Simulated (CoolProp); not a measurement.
Vapour pressure (bar) of carbon dioxide: the reference equation beside estimates from Tc = 304.1 K, pc = 73.77 bar, ω = 0.224. Clausius-Clapeyron is anchored at 265.7 K with a constant enthalpy of vaporisation of 11.09 kJ/mol.

Values from CoolProp's reference Helmholtz-energy equation of state, Span 1996.

| T (K) | reference | Clausius-Clapeyron | Peng-Robinson |
|---|---|---|---|
| 237.6 | 11.79 | 15.72 | 11.69 |
| 244.6 | 14.99 | 18.46 | 14.86 |
| 251.6 | 18.77 | 21.48 | 18.63 |
| 258.7 | 23.28 | 24.85 | 23.14 |
| 265.7 | 28.46 | 28.46 | 28.34 |
| 272.7 | 34.44 | 32.38 | 34.36 |
| 279.8 | 41.40 | 36.65 | 41.39 |
| 286.8 | 49.24 | 41.18 | 49.31 |
| 293.9 | 58.31 | 46.07 | 58.45 |

Absolute difference from the reference over all 9 rows, mean and median: Clausius-Clapeyron 14.7 and 14.4 %, Peng-Robinson 0.5 and 0.4 %.
